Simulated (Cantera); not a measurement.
## Ignition delay

Mixture: CH3OH : O2 : N2 = 1 : 1.25 : 13 (molar parts), equivalence ratio 1.2, at 101000 Pa, adiabatic and at constant volume. Ignition delay is the time to a rise of 400 K.

Model: GRI-Mech 3.0 (53 species, 325 reactions), integrated in Cantera. GRI-Mech 3.0 was tuned for natural gas; its chemistry of methanol as a main component is partial and can be far from experiment.

| T0 (K) | delay (ms) |
|---|---|
| 1198 | 12.1 |
| 1298 | 2.70 |
| 1398 | 0.792 |
| 1498 | 0.291 |
| 1598 | 0.128 |
| 1698 | 0.0681 |

```json
{
 "apparent activation energy between 1498 and 1698 K": "150 kJ/mol"
}
```
